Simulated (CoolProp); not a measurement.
Toluene at 298.15 K and 2.46 MPa flows at 19 m/s in a round tube of 1 mm bore and 0.25 µm roughness, fully developed (64/Re and Nu = 3.66 if laminar; Colebrook and Gnielinski if turbulent). Each further row changes one setting.

Values from CoolProp's reference Helmholtz-energy equation of state, Lemmon 2006. It is a short technical equation, of lower accuracy than the large ones.

```csv
case,Reynolds number,Darcy friction factor,pressure drop (Pa/m),heat-transfer coefficient (W/(m² K)),mass flow (kg/h)
as stated,29100,0.0243,3790000,27900,46.4
velocity 38 m/s,58300,0.0211,1.32e7,51700,92.8
diameter 2 mm,58300,0.0207,1610000,25500,186
```

Viscosity comes from a separate model (Avgeri 2015). Thermal conductivity comes from a separate model (Assael 2012).
